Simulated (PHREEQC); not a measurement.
PHREEQC input (ion-association model, wateq4f.dat):

```
SOLUTION_MASTER_SPECIES
  An  An-  0  An  62.0  # stands for a non-complexing anion
SOLUTION_SPECIES
  An- = An-
    -log_k 0
    -gamma 3.0 0
  PO4-3 + 3H+ = H3PO4  # constants of phreeqc.dat
    -log_k 21.721
    -delta_h -10.1 kJ
PHASES
  Fix_H+
    H+ = H+
    -log_k 0
SOLUTION 1
  temp 25
  units mmol/kgw
  pH 7 charge
  S(6) 0.13
  Zn 0.13
  P 1.2
  Na 6.2
  Cl 0.028
  Ca 0.014
  An 5
END
SELECTED_OUTPUT 1
  -reset false
  -pH true
  -pe true
  -ionic_strength true
  -water true
  -totals Ca Cl Na P S Zn S(-2) S(6)
  -molalities Hfo_wOH Hfo_wOH2+ Hfo_wO- Hfo_sOH Hfo_sOH2+ Hfo_sO- Hfo_wSO4- Hfo_wOHSO4-2 Hfo_sOHCa+2 Hfo_wOCa+
    Hfo_wH2PO4 Hfo_wHPO4- Hfo_wPO4-2 Hfo_sOZn+ Hfo_wOZn+
  -saturation_indices Gypsum Portlandite Hydroxyapatite Zn(OH)2-a Zn4(OH)6SO4 Zn5(OH)8Cl2 Zn3(PO4)2:4w Halite Mirabilite Goslarite
USER_PUNCH 1
  -headings sigma psi
  10 PUNCH EDL("sigma", "Hfo"), EDL("psi", "Hfo")
PRINT
  -reset false
USE solution 1
SURFACE 1
  Hfo_wOH 0.00202247 600 0.9
  Hfo_sOH 5.05618e-05
EQUILIBRIUM_PHASES 1
  Fix_H+ -4 HAn 10
    -force_equality true
  O2(g) -0.68 10
END
# ... the last block is repeated for the other 16 points of pH, with NaOH or the acid as the point needs
```

Selected output (columns that matter, 16 of 17 rows; pH added in front):

```
pH	mu	Ca	Cl	Na	P	S	Zn	si_Gypsum	si_Portlandite	si_Hydroxyapatite	si_Zn(OH)2-a	si_Zn4(OH)6SO4	si_Zn5(OH)8Cl2	si_Zn3(PO4)2:4w
4	0.0068568	1.3999e-05	2.7999e-05	0.0061999	8.5991e-07	2.8112e-05	0.00012977	-5.1417	-19.803	-33.539	-8.4837	-25.254	-35.851	-15.384
4.5	0.0067828	1.3997e-05	2.7999e-05	0.0061999	1.4059e-06	6.8055e-05	0.00012784	-4.7558	-18.804	-29.394	-7.4915	-21.899	-31.89	-12.974
5	0.0067361	1.3984e-05	2.7999e-05	0.0061999	2.457e-06	0.0001082	0.00011551	-4.5544	-17.806	-25.178	-6.5371	-18.878	-28.118	-10.628
5.5	0.0066495	1.3957e-05	2.7999e-05	0.0061999	5.4536e-06	0.0001259	8.9614e-05	-4.4871	-16.806	-20.664	-5.6476	-16.252	-24.669	-8.2804
6	0.0065601	1.3934e-05	2.7999e-05	0.0061999	1.4295e-05	0.00012943	6.3795e-05	-4.4731	-15.807	-15.977	-4.7948	-13.826	-21.405	-5.93
6.5	0.006429	1.3831e-05	2.7999e-05	0.0061999	3.8238e-05	0.00012991	2.1561e-05	-4.471	-14.81	-11.404	-4.2656	-12.705	-19.758	-4.617
7	0.0063917	1.3124e-05	2.7999e-05	0.0061999	9.1329e-05	0.00012998	2.8564e-06	-4.4961	-13.836	-7.3767	-4.146	-13.225	-20.16	-4.818
7.5	0.0064545	1.0283e-05	2.7999e-05	0.0061999	0.0001852	0.00012999	3.0654e-07	-4.6149	-12.955	-4.4288	-4.1271	-14.149	-21.066	-5.7348
8.5	0.0069773	1.7905e-06	2.8e-05	0.00641	0.0005189	0.00013	8.2847e-09	-5.4615	-11.796	-2.9269	-4.0174	-15.715	-22.52	-8.2651
9	0.0076806	5.6579e-07	2.7999e-05	0.006903	0.00074054	0.00013	5.6776e-09	-6.107	-11.435	-3.6423	-3.8793	-16.17	-22.833	-9.5326
9.5	0.0083319	2.4588e-07	2.7999e-05	0.0073691	0.0009404	0.00013	8.1884e-09	-6.7582	-11.08	-4.5642	-3.6584	-16.293	-22.732	-10.668
10	0.0089042	1.4005e-07	2.7999e-05	0.007807	0.0010914	0.00013	1.4883e-08	-7.427	-10.743	-5.7059	-3.3959	-16.248	-22.421	-11.763
10.5	0.009491	7.5946e-08	2.7999e-05	0.0083262	0.0011725	0.00013	2.6768e-08	-8.1704	-10.482	-7.3368	-3.1686	-16.344	-22.288	-13.042
11	0.010575	3.8271e-08	2.7999e-05	0.0093625	0.0011948	0.00013	5.3921e-08	-8.9423	-10.244	-9.2141	-2.951	-16.483	-22.204	-14.432
11.5	0.013646	2.1336e-08	2.7999e-05	0.012255	0.001199	0.00012999	1.8043e-07	-9.6343	-9.9123	-10.812	-2.6366	-16.249	-21.643	-15.66
12	0.022898	1.5066e-08	2.7998e-05	0.021057	0.0011998	0.00012999	1.6096e-06	-10.12	-9.3419	-11.655	-2.0877	-15.109	-19.924	-16.477
```

H3PO4, which wateq4f.dat lacks, is added to it with the constant of phreeqc.dat. The database has no phosphate complexes of Zn.
